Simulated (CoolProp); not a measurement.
Saturation properties of n-heptane (Tc = 268.1 °C, pc = 2.774 MPa, ω = 0.349).

Values from CoolProp's reference Helmholtz-energy equation of state, Span 2003. It is a short technical equation, of lower accuracy than the large ones.

```
T (°C)  p (MPa)  liquid density (kg/m³)  vapour viscosity (µPa s)
------  -------  ----------------------  ------------------------
68.35   0.03819                   641.9                         ?
77.55   0.05260                   633.6                      6.83
86.65   0.07083                   625.2                      7.00
95.85   0.09400                   616.6                         ?
104.95   0.1224                   607.9                      7.34
114.15   0.1575                   598.9                      7.52
123.35   0.2000                   589.6                      7.70
132.45        ?                   580.2                      7.89
141.65   0.3101                   570.3                      8.09
150.85   0.3804                   560.1                      8.30
159.95   0.4613                   549.6                         ?
169.15        ?                   538.5                      8.80
178.35   0.6637                   526.7                      9.09
187.45   0.7856                   514.5                      9.42
```

Some entries are withheld; supply them.


- 68.35, vapour viscosity (µPa s): 6.66
- 95.85, vapour viscosity (µPa s): 7.17
- 132.45, p (MPa): 0.2501
- 159.95, vapour viscosity (µPa s): 8.54
- 169.15, p (MPa): 0.5556

It boils at 98.4 °C under 1 atm.

Viscosity comes from a separate model (Michailidou 2014).
